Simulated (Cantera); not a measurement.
An isothermal, constant-pressure homogeneous reactor starts with 2.17 % C2H6, 97.8 % N2, at 1400 K and 7600 Pa.

Detailed kinetics in Cantera: GRI-Mech 3.0 (53 species, 325 reactions). GRI-Mech 3.0 stops at C3 and has no aromatics, soot or wall deposition, so with more carbon than oxygen in the feed, carbon stays in small species such as C2H2 where larger ones or solid carbon would form.

### Question
Predict: x(C2H6) at 60.0 s; x(H2) at 60.0 s; x(C2H4) at 60.0 s; x(C2H2) at 60.0 s; x(HCN) at 60.0 s; x(H) at 60.0 s; x(CH3) at 60.0 s.

### Answer
| Item | Value |
|---|---|
| x(C2H6) at 60.0 s | 3.23e-7 (gas-phase equilibrium 8.30e-10) |
| x(H2) at 60.0 s | 0.0365 (gas-phase equilibrium 0.0415) |
| x(C2H4) at 60.0 s | 4.72e-5 (gas-phase equilibrium 1.35e-5) |
| x(C2H2) at 60.0 s | 0.0191 (gas-phase equilibrium 0.00519) |
| x(HCN) at 60.0 s | 2.44e-7 (gas-phase equilibrium 0.0311) |
| x(H) at 60.0 s | 2.68e-6 (gas-phase equilibrium 3.62e-6) |
| x(CH3) at 60.0 s | 5.13e-6 (gas-phase equilibrium 2.17e-7) |
